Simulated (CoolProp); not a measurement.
Isopentane along the isotherm 215.15 °C: fugacity coefficient from the reference equation and from simpler models built on Tc = 187.2 °C, pc = 3378 kPa, ω = 0.227; each cubic takes its own stable root.

Values from CoolProp's reference Helmholtz-energy equation of state, Lemmon 2006. It is a short technical equation, of lower accuracy than the large ones.

```json
[
 {"p (kPa)": "338", "phase": "gas", "reference": "0.9719"},
 {"p (kPa)": "676", "phase": "gas", "reference": "0.9441"},
 {"p (kPa)": "1010", "phase": "gas", "reference": "0.9169"},
 {"p (kPa)": "1350", "phase": "gas", "reference": "0.8895"},
 {"p (kPa)": "1690", "phase": "gas", "reference": "0.8623"},
 {"p (kPa)": "2030", "phase": "gas", "reference": "0.8352"},
 {"p (kPa)": "2360", "phase": "gas", "reference": "0.8092"},
 {"p (kPa)": "2700", "phase": "gas", "reference": "0.7825"},
 {"p (kPa)": "3040", "phase": "gas", "reference": "0.7559"},
 {"p (kPa)": "3380", "phase": "supercritical", "reference": "0.7293"},
 {"p (kPa)": "3720", "phase": "supercritical", "reference": "0.7027"},
 {"p (kPa)": "4050", "phase": "supercritical", "reference": "0.6767"},
 {"p (kPa)": "4390", "phase": "supercritical", "reference": "0.6497"},
 {"p (kPa)": "4730", "phase": "supercritical", "reference": "0.6224"},
 {"p (kPa)": "5070", "phase": "supercritical", "reference": "0.5956"}
]
```

**Question.** How far does each simpler model (van der Waals, Redlich-Kwong, Soave-Redlich-Kwong) lie from the reference over these 15 states: mean and median of the absolute difference, and the worst?

**Answer.** 
- van der Waals: mean 1.3 %, median 1.2 %, worst +2.0 % at 215.15 °C and 3380 kPa
- Redlich-Kwong: mean 0.4 %, median 0.3 %, worst -0.9 % at 215.15 °C and 4730 kPa
- Soave-Redlich-Kwong: mean 0.6 %, median 0.5 %, worst +1.8 % at 215.15 °C and 5070 kPa
